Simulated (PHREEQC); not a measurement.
A solution holds 0.017 mol/kgw Pb(NO3)2, 0.034 mol/kgw KBr and 0.00052 mol/kgw Zn(NO3)2, at 83 °C. It is in equilibrium with CO2 at log p = -2 (atm). Otherwise closed; pH follows from the charge balance.

Equilibrium calculation in PHREEQC: ion-association model, wateq4f.dat.

Problem. The ionic strength comes out as 0.0666 mol/kgw. What activity coefficients do PbNO3+, Pb2OH+3, PbBr+, PbOH+, PbHCO3+ get?

Solution. PbNO3+ 0.78, Pb2OH+3 0.11, PbBr+ 0.78, PbOH+ 0.78, PbHCO3+ 0.78.

No solid was allowed to form. Examples of supersaturated solids here: Pb(OH)2. Others may be too. Species that the database lacks are ignored. At this temperature some constants are extrapolated from 25 °C, and those without enthalpy data are left unchanged.
